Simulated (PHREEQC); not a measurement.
1 kg of water holding 0.0041 mol/kgw NaHCO3 and 0.5 mol/kgw Na2CO3 is evaporated at 20 °C; the solids stay in contact with the brine. CO2 is held at log p = -3.4 (atm). Solids allowed: Nahcolite, Natron, Trona. Others were left out.

Computed with PHREEQC (Pitzer model, pitzer.dat).

```tsv
water left (kg)	ionic strength	water activity	Trona (mol)	Na in solution (mol/kgw)	C in solution (mol/kgw)	pH
0.9987	1.43	0.979	0	1.01	0.582	10.08
0.8207	1.75	0.976	0	1.22	0.700	10.09
0.6744	2.13	0.971	0	1.49	0.843	10.11
0.5542	2.61	0.966	0	1.81	1.02	10.12
0.4554	3.18	0.959	0	2.20	…	10.14
0.3742	3.89	0.952	0	2.68	1.48	10.15
0.3075	4.74	0.942	0	3.27	…	10.15
0.2526	5.78	0.930	0	3.97	…	10.16
0.2075	7.04	0.915	0	4.84	…	10.16
0.1705	8.58	0.894	0	5.89	3.20	10.16
0.1385	9.46	0.882	0.0349	6.49	3.53	10.15
0.1109	9.46	0.882	0.0947	6.49	3.53	10.15
0.0882	9.46	0.882	0.144	6.49	3.53	10.15
0.06954	9.46	0.882	…	6.49	3.53	10.15
0.05421	9.46	0.882	0.217	6.49	3.53	10.15
0.04163	9.46	0.882	0.245	6.49	3.53	10.15
```

**Question.** What belongs in the gaps?

**Answer.** 
- 0.4554, C in solution (mol/kgw): 1.23
- 0.3075, C in solution (mol/kgw): 1.79
- 0.2526, C in solution (mol/kgw): 2.17
- 0.2075, C in solution (mol/kgw): 2.63
- 0.06954, Trona (mol): 0.184

Complexes and solids missing from the database can't appear.
